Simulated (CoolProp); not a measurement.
Values from CoolProp's reference Helmholtz-energy equation of state, Platzer 1990. This equation is an older, rougher fit.

**Question.** For CF4 (R14), give the phase and the cp (kJ/(kg K)), speed of sound (m/s) at 127.15 °C and 0.101 MPa.

**Answer.** 
- 127.15 °C and 0.101 MPa: gas; cp 0.825, speed of sound 207
